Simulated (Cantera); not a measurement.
A perfectly stirred reactor is fed with C₂H₆ : N₂ = 1 : 3.3 (molar parts), at 130000 Pa; it is held at 1375 K, and followed from long to short residence time.

Cantera simulation using GRI-Mech 3.0 (53 species, 325 reactions); the numbers are that mechanism's predictions, not measurements. GRI-Mech 3.0 stops at C3 and has no aromatics, soot or wall deposition, so with more carbon than oxygen in the feed, carbon stays in small species such as C2H2 where larger ones or solid carbon would form.

x: mole fraction; the columns are a selection and need not sum to one.

| τ (s) | x C₂H₆ | x HCN | x C₂H₂ | x CH₄ | x H | x H₂ | x CH₃ |
|---|---|---|---|---|---|---|---|
| 13 | 0.000242 | 8.23e-10 | 0.102 | 0.0976 | 1.82e-6 | 0.183 | 1.94e-5 |
| 3.3 | 0.000422 | 4.90e-10 | 0.103 | 0.0844 | 2.77e-6 | 0.196 | 2.38e-5 |
| 0.84 | 0.000823 | 3.75e-10 | 0.104 | 0.0701 | 4.55e-6 | 0.209 | 3.07e-5 |
| 0.22 | 0.00174 | 3.27e-10 | 0.100 | 0.0598 | 7.31e-6 | 0.215 | 4.16e-5 |
| 0.056 | [?] | 3.07e-10 | [?] | 0.0541 | [?] | 0.209 | [?] |
| 0.015 | 0.0109 | 2.99e-10 | 0.0689 | 0.0511 | 1.50e-5 | 0.189 | 9.53e-5 |
| 0.0038 | 0.0322 | 2.84e-10 | 0.0376 | 0.0446 | 1.76e-5 | 0.152 | 0.000161 |
| 0.00097 | [?] | 2.39e-10 | [?] | [?] | 1.66e-5 | [?] | [?] |

### Question
Some entries are withheld; supply them.

### Answer

- 0.056, x C₂H₆: 0.00419
- 0.056, x C₂H₂: 0.0900
- 0.056, x H: 1.11e-5
- 0.056, x CH₃: 6.10e-5
- 0.00097, x C₂H₆: 0.0898
- 0.00097, x C₂H₂: 0.0119
- 0.00097, x CH₄: 0.0280
- 0.00097, x H₂: 0.0993
- 0.00097, x CH₃: 0.000265
